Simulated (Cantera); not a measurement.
A perfectly stirred reactor is fed with CH4 : N2 = 1 : 23 (molar parts), at 7.35 Torr; it is held at 1548 K, and followed from long to short residence time.

Cantera simulation using GRI-Mech 3.0 (53 species, 325 reactions); the numbers are that mechanism's predictions, not measurements. GRI-Mech 3.0 stops at C3 and has no aromatics, soot or wall deposition, so with more carbon than oxygen in the feed, carbon stays in small species such as C2H2 where larger ones or solid carbon would form. Radical loss at walls, strong at low pressure, is not modelled.

**Question.** Predict: x(CH4) at τ = 5.50 s; x(C2H2) at τ = 5.50 s; x(H) at τ = 5.50 s; x(C2H) at τ = 5.50 s; x(C2H6) at τ = 5.50 s; x(CH4) at τ = 0.200 s; x(C2H2) at τ = 0.200 s; x(H) at τ = 0.200 s; x(C2H6) at τ = 0.200 s.

**Answer.** 
| Property | Result |
|---|---|
| x(CH4) at τ = 5.50 s | 0.0204 |
| x(C2H2) at τ = 5.50 s | 0.00976 |
| x(H) at τ = 5.50 s | 1.72e-5 |
| x(C2H) at τ = 5.50 s | 1.40e-8 |
| x(C2H6) at τ = 5.50 s | 4.51e-6 |
| x(CH4) at τ = 0.200 s | 0.0413 |
| x(C2H2) at τ = 0.200 s | 3.25e-5 |
| x(H) at τ = 0.200 s | 2.38e-7 |
| x(C2H6) at τ = 0.200 s | 1.72e-6 |
